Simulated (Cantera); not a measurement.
Mixture: 13.4 % CH₄, 17.8 % O₂, 58.8 % N₂, 9.36 % H₂O, 0.629 % H₂, at 1.00 bar, adiabatic and at constant volume. Ignition delay is the time to a rise of 400 K.

Cantera simulation using GRI-Mech 3.0 (53 species, 325 reactions); the numbers are that mechanism's predictions, not measurements.

Task: Predict: delay at 1300 K; delay at 1400 K; delay at 1500 K; delay at 1600 K; delay at 1700 K; apparent activation energy between 1600 and 1700 K.

Result: 
| Quantity | Value |
|---|---|
| delay at 1300 K | 10.6 ms |
| delay at 1400 K | 3.39 ms |
| delay at 1500 K | 1.17 ms |
| delay at 1600 K | 0.452 ms |
| delay at 1700 K | 0.198 ms |
| apparent activation energy between 1600 and 1700 K | 190 kJ/mol |
